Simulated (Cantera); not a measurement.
A diamond (100) surface in a fixed gas of H2 with x(CH4) = 0.023, x(CH3) = 0.00062, at 923 K, 0.237 atm; coverages are run to steady state.

Computed with Cantera and the Harris–Goodwin 1993 mechanism for the reconstructed diamond (100) surface.

One state of this run: growth (µm/h) = 48.7; θ c6HH = 0.615; θ c6H* = 0.0114; θ c6*H = 0.287; θ c6** = 0.00484; θ c6HM = 0.0643. θ: site fractions in the mechanism's names (c6HH fully hydrogenated, c6H* and c6*H radical sites, c6** diradical, c6HM methylated).

### Question
Which value of x(H) does it belong to?
A) 0.0012
B) 0.0067
C) 0.0001
D) 0.0029

### Answer
B, 0.0067
